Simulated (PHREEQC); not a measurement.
Consider water at 20 °C with 0.28 mol/kgw HNO3, 0.0014 mol/kgw Al(NO3)3 and 0.043 mol/kgw CuSO4. It is in equilibrium with CO2 at log p = 0 (atm). Otherwise closed; pH follows from the charge balance.

All values are PHREEQC results (ion-association model, phreeqc.dat), not measurements.

Each row changes one thing in this solution. This is a speciation only: nothing precipitates in the calculation.

```tsv
case	pH	ionic strength (mol/kgw)	HSO4- (mol/kgw)	SO4-2 (mol/kgw)	Al+3 (mol/kgw)	AlSO4+ (mol/kgw)	SI of Gibbsite (Al(OH)3)
as made	0.72	0.379	0.0332	0.00629	0.000829	0.000526	-10.33
HNO3 from 0.28 to 0.056 mol/kgw	1.50	0.154	0.0170	0.0145	0.000336	0.000924	-8.20
Al(NO3)3 from 0.0014 to 0.0021 mol/kgw	0.72	0.382	0.0330	0.00626	0.00125	0.000785	-10.16
diluted 2-fold with water	1.00	0.191	0.0152	0.00436	0.000399	0.000284	-9.67
0.018 mol/kgw NaCl added	0.72	0.397	0.0331	0.00638	0.000835	0.000521	-10.33
HNO3 replaced by KNO3 at the same molality	3.60	0.400	0.000163	0.0239	0.000375	0.000874	-2.04
CuSO4 replaced by ZnSO4 at the same molality	0.72	0.379	0.0330	0.00624	0.000832	0.000524	-10.33
0.083 mol/kgw NaCl added	0.72	0.460	0.0326	0.00670	0.000854	0.000505	-10.35
```

Species that the database lacks are ignored.
